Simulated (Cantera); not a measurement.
**Carbothermic reduction: CuO + CO + H₂ + C**

Input: 1 mol CuO, 12 mol CO, 14 mol H₂, a varied amount of C, held at 1325 K and 10.0 mbar.

Equilibrium computed with Cantera from the NASA thermochemical tables; the gas is ideal and each condensed phase is pure. Candidate condensed phases: C, C₆H₆, C₇H₈, C₈H₁₈, Cu, CuO, Cu(OH)₂, Cu₂O, H₂O; 113 gas species. Kinetics and transport are ignored.

```tsv
n(C) (mol)	log p H₂	log p CO	log p H₂O	log p CO₂	n Cu(s)	n C(graphite)
0.41	-2.29	-2.33	-3.82	-4.14	0.999	0
0.61	-2.29	-2.33	-4.01	-4.32	0.999	0
0.9	-2.29	-2.32	-4.60	-4.91	0.999	0
1.3	-2.29	-2.32	-6.75	-7.05	0.999	0.300
2	-2.29	-2.32	-6.75	-7.05	0.999	1.00
2.9	-2.29	-2.32	-6.75	-7.05	0.999	1.90
4.3	-2.29	-2.32	-6.75	-7.05	0.999	3.30
6.3	-2.29	-2.32	-6.75	-7.05	0.999	5.30
```
log p: log10 of the partial pressure in bar; n: condensed amount in mol.

From 0.41 mol C to 0.9 mol C the condensed part is Cu(s). From 1.3 mol C to 6.3 mol C the condensed part is C(graphite) + Cu(s). The main Cu-bearing gas is Cu throughout.
